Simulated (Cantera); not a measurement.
# Low-pressure radical oxidation in H2/O2

An isothermal, constant-pressure homogeneous reactor starts with H2 : O2 : N2 = 0.11 : 1 : 0.0034 (molar parts), equivalence ratio 0.055, at 925 K and 20.0 Torr.

Computed with Cantera and GRI-Mech 3.0 (53 species, 325 reactions). Radical loss at walls, strong at low pressure, is not modelled. Below about 950 K walls govern HO2 and H2O2 in real vessels. The temperature is held fixed by assumption; the heat of reaction is taken as removed at once.

| t (s) | x H2 | x O2 | x O | x HO2 | x H |
|---|---|---|---|---|---|
| 6.00e-5 | 0.0988 | 0.898 | 2.23e-12 | 1.14e-11 | 1.00e-11 |
| 0.000142 | 0.0988 | 0.898 | 1.11e-11 | 2.74e-11 | 2.51e-11 |
| 0.000334 | 0.0988 | 0.898 | 6.49e-11 | 6.86e-11 | 9.35e-11 |
| 0.000789 | 0.0988 | 0.898 | 9.27e-10 | 2.53e-10 | 1.15e-9 |
| 0.00186 | 0.0988 | 0.898 | 2.72e-7 | 3.24e-8 | 3.33e-7 |
| 0.00440 | 0.0452 | 0.876 | 0.0103 | 2.16e-5 | 0.0200 |
| 0.0104 | 0.00168 | 0.891 | 0.00177 | 1.91e-5 | 0.000604 |
| 0.0245 | 0.000372 | 0.893 | 0.000262 | 7.15e-6 | 2.25e-5 |
| 0.0578 | 0.000109 | 0.893 | 5.88e-5 | 2.74e-6 | 2.23e-6 |
| 0.136 | 2.92e-5 | 0.893 | 1.44e-5 | 9.52e-7 | 2.77e-7 |
| 0.322 | 6.29e-6 | 0.893 | 3.48e-6 | 2.77e-7 | 3.38e-8 |
| 0.760 | 1.03e-6 | 0.893 | 8.55e-7 | 7.29e-8 | 4.06e-9 |
| 1.79 | 1.24e-7 | 0.893 | 2.32e-7 | 2.00e-8 | 5.52e-10 |
| 4.24 | 1.24e-8 | 0.893 | 7.27e-8 | 6.36e-9 | 9.40e-11 |
| 10.0 | 2.14e-9 | 0.893 | 2.58e-8 | 2.32e-9 | 1.96e-11 |
x: mole fraction; the columns are a selection and need not sum to one.

Equilibrium at this temperature and pressure: H2 5.30e-12, O2 0.893, O 7.80e-11, HO2 3.11e-10, H <1e-12 (gas phase only).
